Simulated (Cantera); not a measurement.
A Cantera script and what it prints.

```python
import numpy as np
import cantera as ct

gas_names = """
    H HO2 H2 H2O H2O2 H2S H2SO4 Mg MgH MgO MgOH MgO2H2 MgS Mg2 O OH O2 O3 S SH SO SO2 SO3 S2 S2O S8
""".split()
cond_names = """
    H2O(s) H2O(L) H2SO4(L) Mg(cr) Mg(L) MgO(s) MgO(L) MgO2H2(s) MgS(s) MgSO4(s) MgSO4(L) S(cr1) S(cr2)
    S(L)
""".split()


# ... load() reads the species with a 1 bar reference pressure and builds the phases ...
atoms = {
    'MgO': {'Mg': 1, 'O': 1},
    'SO2': {'S': 1, 'O': 2},
    'O2': {'O': 2},
    'H2S': {'H': 2, 'S': 1},
}
top_T = {'MgS(s)': 2250}  # K; cautious upper limits of use, not melting points


# ... equilibrate(T, P, feed) seeds the gas with the atoms and calls Mixture.equilibrate('TP', solver="vcs", rtol=1e-11, max_steps=5000) ...
results = []
feed = {'MgO': 1, 'SO2': 0.084, 'O2': 0.048, 'H2S': 0.27}  # mol
P = 280000  # Pa
for T in [1273, 1323, 1373, 1423, 1473, 1523, 1573, 1623, 1673, 1723, 1773]:
    mix = equilibrate(T, P, feed)
    results.append((T, P, feed, dict(zip(mix.species_names, mix.species_moles))))

top = {s: max(r[3][s] / sum(r[3][g] for g in gas_names) for r in results) for s in gas_names}
cols = sorted((s for s in top if top[s] > 1e-06), key=lambda s: -top[s])[:7]
seen = [c for c in cond_names if any(r[3].get(c, 0) > 1e-12 for r in results)]
print("log10 of partial pressures in bar; condensed amounts in mol")
print(f"{'T/K':>10s}" + "".join(f"{s[:9]:>10s}" for s in cols + seen))
for T, P, feed, n in results:
    ng = sum(n[g] for g in gas_names)
    print(f"{T:10.4g}" + "".join(f"{np.log10(max(n[s] / ng * P / 1e5, 1e-99)):10.3f}" for s in cols)
          + "".join(f"{n.get(c, 0):10.4g}" for c in seen))
```

Result:

```
log10 of partial pressures in bar; condensed amounts in mol
       T/K       H2O        S2       H2S        H2       SO2       S2O        SH    MgO(s)
      1273     0.093    -0.110    -0.314    -1.382    -0.632    -1.676    -2.997         1
      1323     0.095    -0.103    -0.336    -1.266    -0.643    -1.682    -2.821         1
      1373     0.096    -0.098    -0.358    -1.161    -0.650    -1.688    -2.659         1
      1423     0.096    -0.094    -0.381    -1.065    -0.656    -1.692    -2.510         1
      1473     0.094    -0.090    -0.405    -0.978    -0.659    -1.696    -2.372         1
      1523     0.092    -0.088    -0.430    -0.898    -0.659    -1.699    -2.244         1
      1573     0.088    -0.085    -0.455    -0.826    -0.658    -1.701    -2.126         1
      1623     0.084    -0.084    -0.481    -0.760    -0.655    -1.702    -2.017         1
      1673     0.079    -0.083    -0.508    -0.700    -0.650    -1.703    -1.915         1
      1723     0.072    -0.083    -0.536    -0.646    -0.644    -1.704    -1.821         1
      1773     0.065    -0.084    -0.564    -0.596    -0.638    -1.705    -1.733         1
```

Cantera equilibrium calculation (NASA polynomials, part measured and part estimated; ideal gas, pure solids and liquids). Gases not in the tables: S3 to S7.
